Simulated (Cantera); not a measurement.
A freely propagating, adiabatic, planar premixed flame of H₂ : O₂ : N₂ = 1 : 0.575 : 2.16 (molar parts), equivalence ratio 0.87, unburnt at 423 K and 0.563 atm; mixture-averaged transport, grid criteria slope 0.08 and curve 0.16, no radiation.

Computed with Cantera and the H2/O2 subset of GRI-Mech 3.0, which has no nitrogen chemistry. Burning velocities carry a grid error of a few per cent, more on coarse grids.

x: mole fraction of selected species; z is measured from the peak of heat release.

```
z (mm)  T (K)  u (m/s)    x H₂    x O₂       x O      x H     x H₂O  x H₂O₂
------  -----  -------  ------  ------  --------  -------  --------  ------
-2.50     423     3.43   0.268   0.154     <1e-8    <1e-8     <1e-8   <1e-8
-1.67     423     3.43   0.268   0.154     <1e-8    <1e-8     <1e-8   <1e-8
-1.25     423     3.43   0.268   0.154     <1e-8    <1e-8     <1e-8   <1e-8
-0.833    423     3.43   0.268   0.154     <1e-8    <1e-8   9.59e-8   <1e-8
-0.416    430     3.48   0.263   0.155   1.07e-6  6.13e-6  0.000179     ___
-0.208    642     5.04   0.230   0.152  0.000136  0.00282    0.0163     ___
0        1102     8.36   0.137   0.118   0.00395   0.0260    0.0956     ___
0.208    1428     10.7  0.0541  0.0625    0.0112   0.0452     0.193     ___
0.416    1586     11.8  0.0349  0.0448    0.0128   0.0425     0.223     ___
0.833    1746     12.9  0.0312  0.0390    0.0114   0.0318     0.236     ___
1.67     1905     13.9  0.0279  0.0350   0.00892   0.0211     0.248     ___
3.33     2049     14.8  0.0226  0.0313   0.00625   0.0124     0.262     ___
6.66     2168     15.5  0.0165  0.0283   0.00396  0.00648     0.275     ___
```

Problem. Some entries are withheld; supply them.

Solution. 
- -0.416, x H₂O₂: 2.96e-6
- -0.208, x H₂O₂: 4.30e-5
- 0, x H₂O₂: 5.10e-6
- 0.208, x H₂O₂: 3.06e-6
- 0.416, x H₂O₂: 1.82e-6
- 0.833, x H₂O₂: 9.06e-7
- 1.67, x H₂O₂: 4.67e-7
- 3.33, x H₂O₂: 2.76e-7
- 6.66, x H₂O₂: 1.92e-7
